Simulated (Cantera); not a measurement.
## SiCl4 + N2 + H2 (silicon nitride deposition)

Feed: 1 mol SiCl4, 1.1 mol N2, 2.9 mol H2, held at 12.0 Pa.

Cantera equilibrium calculation (NASA polynomials, part measured and part estimated; ideal gas, pure solids and liquids). Candidate condensed phases: NH4Cl, Si, Si3N4; 28 gas species. N2 is the only nitrogen source here; it is nearly inert below about 1500 K, so the nitride shown seldom forms there in practice. The tables' values for SiCl3, SiCl are old estimates; treat these amounts as uncertain. The numbers say what is thermodynamically allowed, not how fast it happens.

| T (°C) | x HCl | x H2 | x N2 | x SiCl2 | x SiCl4 | x SiCl3 | x H | n Si3N4(s) |
|---|---|---|---|---|---|---|---|---|
| 525 | 0.469 | 0.323 | 0.133 | 3.57e-8 | 0.0750 | 4.86e-6 | 1.38e-10 | 0.203 |
| 600 | 0.496 | 0.308 | 0.128 | 1.35e-6 | 0.0676 | 3.94e-5 | 2.37e-9 | 0.216 |
| 675 | 0.518 | 0.296 | 0.124 | 2.85e-5 | 0.0614 | 0.000227 | 2.60e-8 | 0.226 |
| 750 | 0.536 | 0.286 | 0.121 | 0.000378 | 0.0559 | 0.00100 | 2.02e-7 | 0.233 |
| 825 | 0.546 | 0.278 | 0.120 | 0.00341 | 0.0491 | 0.00345 | 1.19e-6 | 0.235 |
| 900 | 0.535 | 0.274 | 0.125 | 0.0206 | 0.0361 | 0.00868 | 5.64e-6 | 0.216 |
| 975 | 0.473 | 0.283 | 0.144 | 0.0718 | 0.0155 | 0.0124 | 2.27e-5 | 0.147 |
| 1050 | 0.361 | 0.313 | 0.175 | 0.140 | 0.00317 | 0.00900 | 8.09e-5 | 0.0354 |
| 1125 | 0.328 | 0.321 | 0.184 | 0.161 | 0.000704 | 0.00516 | 0.000245 | 0 |
| 1200 | 0.330 | 0.319 | 0.184 | 0.163 | 0.000202 | 0.00311 | 0.000652 | 0 |
| 1275 | 0.330 | 0.317 | 0.183 | 0.164 | 6.47e-5 | 0.00195 | 0.00158 | 0 |
| 1350 | 0.329 | 0.316 | 0.183 | 0.164 | 2.28e-5 | 0.00127 | 0.00355 | 0 |
| 1425 | 0.326 | 0.313 | 0.182 | 0.163 | 8.70e-6 | 0.000847 | 0.00738 | 0 |
x: gas mole fraction; n: condensed amount in mol.

From 525 °C to 1050 °C the condensed part is Si3N4(s). From 1125 °C to 1425 °C nothing is condensed. The main Si-bearing gas is SiCl4 at 525 °C and SiCl2 at 1425 °C.
